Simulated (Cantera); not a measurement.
Feed: 1 mol CH3SiCl3, 0.41 mol C2H4, 1.9 mol H2, held at 1802 °C and 0.133 bar.

Equilibrium computed with Cantera from the NASA thermochemical tables; the gas is ideal and each condensed phase is pure. Candidate condensed phases: C, C6H6, C7H8, C8H18, Si, SiC; 109 gas species. The feed counts by its element totals alone. The tables' values for SiCl3, SiCl are old estimates; treat these amounts as uncertain. Equilibrium is a limit: real reactors are often held back by kinetics, nucleation or transport.

Base state: H2 0.526, HCl 0.412, SiCl2 0.0508, H 0.00529, Cl 0.00306, SiCl3 0.00188, C2H2 (acetylene) 0.000653, SiCl 0.000238 (mole fractions); condensed: C(graphite) + SiC(s).

### Question
What changes in the equilibrium state with this change: temperature from 1802 °C to 2152 °C?

### Answer
```csv
species,before,after
H2,0.526,0.520
HCl,0.412,0.343
SiCl2,0.0508,0.0708
H,0.00529,0.0353
Cl,0.00306,0.0166
Si2,4.83e-8,1.90e-5
SiC2,3.17e-6,0.000827
Si2C,2.03e-6,0.000467
C2H,1.57e-7,1.68e-5
Si,5.47e-5,0.00399
"C(graphite), mol",1.12,1.24
"SiC(s), mol",0.695,0.518
```
The tables' values for SiCl, SiCl3 are old estimates; treat these amounts as uncertain. Gases not in the tables: Si2H6 and higher silanes.
